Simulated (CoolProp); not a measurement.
Saturation properties of isopentane (Tc = 460.3 K, pc = 3378 kPa, ω = 0.227).

Computed with CoolProp (reference Helmholtz-energy equation of state, Lemmon 2006). It is a short technical equation, of lower accuracy than the large ones.

```
T (K)  p (kPa)  liquid cp (kJ/(kg K))  vapour Z  liquid conductivity (mW/(m K))
-----  -------  ---------------------  --------  ------------------------------
223.2    2.231                  1.934    0.9973                             128
232.4    4.102                  1.970    0.9957                             124
241.7    7.185                  2.008    0.9934                             120
251      11.99                  2.048    0.9904                             117
260.3    19.19                  2.089    0.9865                             114
269.5    29.42                  2.132    0.9816                             111
278.8    43.85                  2.176    0.9756                             108
288.1    63.45                  2.222    0.9683                             105
297.4    89.39                  2.270    0.9596                             102
306.6    122.6                  2.319    0.9496                            99.2
315.9    165.1                  2.370    0.9380                            96.4
325.2    218.2                  2.423    0.9248                            93.7
334.5    283.4                  2.479    0.9098                            90.9
343.7    361.5                  2.537    0.8932                            88.2
```

It boils at 301.0 K under 1 atm.

Thermal conductivity comes from a separate model (Vassiliou 2015).
